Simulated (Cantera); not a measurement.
Charge: 1 mol CH₃Cl, 0.11 mol CH₄, at 0.000230 bar.

These are equilibrium values from Cantera (NASA tables, ideal gas, pure condensed phases), not measurements of a reactor. Candidate condensed phases: C, C₆H₆, C₇H₈, C₈H₁₈; 91 gas species. Kinetics and transport are ignored.

Q: At 2175 K, list the 6 most abundant gas species with their mole fractions, and the condensed phases.

A: H₂ 0.412, HCl 0.279, H 0.207, Cl 0.102, C₂H₂ (acetylene) 0.000919, C₂H 1.49e-5. Condensed: C(graphite).
